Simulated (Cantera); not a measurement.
Sublimation and decomposition of ceramics: MgO + C + H2

Input: 1 mol MgO, 0.0041 mol C, 2 mol H2, held at 1.00 Torr.

Method: chemical equilibrium by Gibbs-energy minimisation in Cantera with the NASA 1993 tables (ideal gas, pure condensed phases). Candidate condensed phases: C, C6H6, C7H8, C8H18, H2O, Mg, MgCO3, MgO, Mg(OH)2; 116 gas species. The tables' values for MgH are old estimates; treat these amounts as uncertain. Kinetics and transport are ignored.

From 1552 °C to 1952 °C the condensed part is MgO(s). From 2002 °C to 2102 °C nothing is condensed. The main Mg-bearing gas is Mg throughout.

```csv
T (°C),x H2,x Mg,x H2O,x H,x OH,x O,n MgO(s)
1552,0.934,0.0271,0.0251,0.0117,2.19e-5,2.10e-7,0.944
1602,0.903,0.0401,0.0381,0.0171,5.60e-5,8.01e-7,0.915
1652,0.860,0.0577,0.0557,0.0243,0.000136,2.86e-6,0.875
1702,0.804,0.0810,0.0788,0.0336,0.000314,9.65e-6,0.820
1752,0.734,0.110,0.108,0.0451,0.000694,3.10e-5,0.744
1802,0.649,0.146,0.142,0.0588,0.00147,9.56e-5,0.644
1852,0.553,0.186,0.181,0.0739,0.00301,0.000285,0.515
1902,0.449,0.230,0.221,0.0896,0.00592,0.000828,0.356
1952,0.346,0.274,0.257,0.104,0.0112,0.00235,0.165
2002,0.271,0.303,0.272,0.121,0.0189,0.00580,0
2052,0.257,0.295,0.251,0.153,0.0248,0.0100,0
2102,0.242,0.285,0.223,0.190,0.0312,0.0165,0
```
x: gas mole fraction; n: condensed amount in mol.
